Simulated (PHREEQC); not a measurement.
A made-up water analysis in mg/L, 25 °C, pH 6.08, pe 1.8:

```tsv
constituent	mg/L
Na	2.21
K	0.0102
Ca	0.151
Mg	4.09
Cl	7.46
S(6) as SO4	0.799
Alkalinity as HCO3	12.6
N(-3) as NH4	0.0691
```

Valence states are taken as typed.

Equilibrium calculation in PHREEQC: ion-association model, wateq4f.dat.

The ionic strength is 0.000618 mol/kgw and the charge-balance error is 1.2 %.

```
species  molality  activity   log γ
-------  --------  --------  ------
CO2      0.000376  0.000376   0.000
Cl-      0.000210  0.000205  -0.012
HCO3-    0.000207  0.000201  -0.012
Mg+2     0.000168  0.000150  -0.048
Na+       9.61e-5   9.34e-5  -0.012
SO4-2     8.05e-6   7.20e-6  -0.049
NH4+      3.83e-6   3.72e-6  -0.012
Ca+2      3.75e-6   3.36e-6  -0.049
H+        8.55e-7   8.32e-7  -0.012
MgHCO3+   3.63e-7   3.53e-7  -0.012
```

Precipitation was switched off in this run. Species that the database lacks are ignored.
